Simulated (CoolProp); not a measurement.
Vapour-liquid equilibrium of propylene (1) + n-heptane (2) at 16.25 °C; x and y are mole fractions of (1).

Model: multi-fluid Helmholtz-energy mixture model, Lemmon 2013 and Span 2003; pair parameters Bell 2016, in CoolProp.

| x | bubble pressure (MPa) | y at the bubble point | dew pressure at overall composition x (MPa) | liquid density (mol/L) |
|---|---|---|---|---|
| 0.05 | 0.04638 | 0.919 | 0.004078 | 7.040 |
| 0.2 | 0.1994 | 0.983 | 0.004842 | 7.641 |
| 0.35 | 0.3606 | 0.991 | 0.005957 | (withheld) |
| 0.5 | (withheld) | (withheld) | 0.007735 | 9.089 |
| 0.65 | 0.6254 | (withheld) | 0.01103 | 9.961 |
| 0.8 | 0.7388 | (withheld) | 0.01919 | (withheld) |
| 0.95 | (withheld) | (withheld) | 0.07421 | 12.02 |

Q: What belongs in the gaps?

A: 
- 0.35, liquid density (mol/L): 8.320
- 0.5, bubble pressure (MPa): 0.5040
- 0.5, y at the bubble point: 0.995
- 0.65, y at the bubble point: 0.996
- 0.8, y at the bubble point: 0.998
- 0.8, liquid density (mol/L): 10.94
- 0.95, bubble pressure (MPa): 0.8690
- 0.95, y at the bubble point: 0.999

No azeotrope shows between x = 0.05 and 0.95.

The pair parameters rest on a limited set of measurements; away from them the model extrapolates. The gap from Raoult's law changes sign with composition, which may be real or a fault of the pair parameters; it wasn't checked against measurements.
